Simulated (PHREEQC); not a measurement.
Synthetic water in mmol/kgw, 25 °C, pH 4.2, pe 12.9:

```
constituent  mmol/kgw
-----------  --------
Na               1.69
K                2.25
Ca               3.92
Mg               3.24
Cl               3.49
S(6)             9.23
Sr             0.0324
Fe(3)            1.41
Mn(2)         0.00534
```

Valence states are taken as typed.

All values are PHREEQC results (ion-association model, phreeqc.dat), not measurements.

Q: The ionic strength comes out as 0.0292 mol/kgw. What activity coefficients do Fe3(OH)4+5, Cl-, KSO4-, FeOH+2, Sr+2 get?

A: Fe3(OH)4+5 0.018, Cl- 0.85, KSO4- 0.86, FeOH+2 0.53, Sr+2 0.54.

Precipitation was switched off in this run. The solution is supersaturated, for example in Jarosite-K, Fe(OH)3(a), so a real one may precipitate; this is no full list. Complexes and solids missing from the database can't appear.
